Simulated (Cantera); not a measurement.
Charge: 1 mol NaCl, 0.097 mol HCl, 0.43 mol H2, held at 1.33 mbar.

These are equilibrium values from Cantera (NASA tables, ideal gas, pure condensed phases), not measurements of a reactor. Candidate condensed phases: Na, NaCl; 10 gas species. Equilibrium is a limit: real reactors are often held back by kinetics, nucleation or transport.

Question: Which condensed phases are stable at each of these points (T (K)): 600, 650, 700, 750, 800, 850, 900, 950, 1000, 1050, 1100, 1150, 1200?

Answer: 
```csv
T (K),condensed phases,Na condensed (%)
600,NaCl(s),100.0
650,NaCl(s),100.0
700,NaCl(s),100.0
750,NaCl(s),100.0
800,NaCl(s),100.0
850,NaCl(s),100.0
900,NaCl(s),99.8
950,NaCl(s),98.9
1000,NaCl(s),95.4
1050,NaCl(s),79.9
1100,gas only,0.0
1150,gas only,0.0
1200,gas only,0.0
```

From 600 K to 1050 K the condensed part is NaCl(s). From 1100 K to 1200 K nothing is condensed.
